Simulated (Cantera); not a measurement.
A freely propagating, adiabatic, planar premixed flame of CH4 : O2 : N2 = 1 : 1.43 : 7.14 (molar parts), equivalence ratio 1.4, unburnt at 350 K and 4.05 atm; mixture-averaged transport, grid criteria slope 0.08 and curve 0.16, no radiation.

Computed with Cantera and GRI-Mech 3.0 (53 species, 325 reactions). Burning velocities carry a grid error of a few per cent, more on coarse grids.

Problem. Predict: laminar burning velocity; thermal thickness; peak x(H); peak x(O); peak x(C2H).

Solution. 
```json
{
 "laminar_burning_velocity": "4.46 cm/s",
 "thermal_thickness": "0.819 mm",
 "peak x(H)": "0.000115",
 "peak x(O)": "5.74e-6",
 "peak x(C2H)": "5.49e-8"
}
```
